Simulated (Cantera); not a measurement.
Feed: 1 mol SiH2Cl2, 0.8 mol NH3, 8.4 mol N2, at 1775 K and 1.00 bar.

Equilibrium computed with Cantera from the NASA thermochemical tables; the gas is ideal and each condensed phase is pure. Candidate condensed phases: NH4Cl, Si, Si3N4; 28 gas species. The tables' values for SiCl3 are old estimates; treat these amounts as uncertain. Kinetics and transport are ignored.

Base state: N2 0.724, H2 0.128, HCl 0.127, SiCl2 0.0162, SiCl3 0.00325, SiCl4 0.00110, SiHCl3 0.000262, H 0.000104 (mole fractions); condensed: Si3N4(s).

### Question
What changes in the equilibrium state with this change: temperature from 1775 K to 798 K?

### Answer
| species | before | after |
|---|---|---|
| N2 | 0.724 | 0.730 |
| H2 | 0.128 | 0.133 |
| HCl | 0.127 | 0.123 |
| SiCl2 | 0.0162 | <1e-9 |
| SiCl4 | 0.00110 | 0.0136 |
| SiCl3 | 0.00325 | 2.36e-8 |
| H | 0.000104 | <1e-9 |
| Cl | 7.89e-5 | <1e-9 |
| SiH2Cl2 | 1.12e-5 | <1e-9 |
| NH3 | 1.20e-6 | 0.000127 |
| Si3N4(s), mol | 0.254 | 0.282 |

### Question
What changes in the equilibrium state with this change: temperature from 1775 K to 1150 K?

### Answer
| species | before | after |
|---|---|---|
| N2 | 0.724 | 0.724 |
| HCl | 0.127 | 0.147 |
| H2 | 0.128 | 0.121 |
| SiCl2 | 0.0162 | 1.56e-6 |
| SiCl4 | 0.00110 | 0.00724 |
| H | 0.000104 | 2.59e-8 |
| Cl | 7.89e-5 | 2.79e-8 |
| Si3N4(s), mol | 0.254 | 0.305 |
